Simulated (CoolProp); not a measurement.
A single-stage vapour-compression cycle with the fluid: evaporating at 198.15 K (dew point), condensing at 268.15 K (bubble point), superheat 5 K, subcooling 2 K, compressor efficiency 0.7, no pressure losses. The same conditions are run with several fluids, on thermodynamics alone (safety and materials aside).

Computed with CoolProp (reference Helmholtz-energy equation of state of each fluid (fluoroethane (R161): Wu 2012; propylene: Lemmon 2013; C2F6 (R116): Lemmon 2006; hydrogen chloride: Thol 2018; ethylene: Smukala 2000; C3F8 (R218): Lemmon 2006)).

Q: Rank fluoroethane (R161), propylene, C2F6 (R116), hydrogen chloride, ethylene, C3F8 (R218) by cooling COP, highest first.

A: fluoroethane (R161) (1.50), propylene (1.49), hydrogen chloride (1.32), C3F8 (R218) (1.19), ethylene (1.14), C2F6 (R116) (1.00)

```tsv
fluid	pressure ratio	discharge temperature (K)	refrigerating effect (kJ/kg)	volumetric capacity (kJ/m³)
fluoroethane (R161)	29.8	387.0	333	118
propylene	21.0	355.4	322	194
C2F6 (R116)	13.5	287.4	45.6	466
hydrogen chloride	13.1	508.3	317	1230
ethylene	8.66	364.0	241	1840
C3F8 (R218)	29.3	277.0	55.2	74.5
```
